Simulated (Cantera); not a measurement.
Feed: 1 mol CCl4, 2.1 mol H2, equilibrated at 0.0180 Torr.

Cantera equilibrium calculation (NASA polynomials, part measured and part estimated; ideal gas, pure solids and liquids). Candidate condensed phases: C, C6H6, C7H8, C8H18; 91 gas species. Rates play no part.

Question: At 2323 K, list the 7 most abundant gas species with their mole fractions, and the condensed phases.

Answer: Cl 0.476, H 0.428, HCl 0.0573, H2 0.0371, C3 0.00106, C 0.000505, C2H2 (acetylene) 0.000179. Condensed: C(graphite).
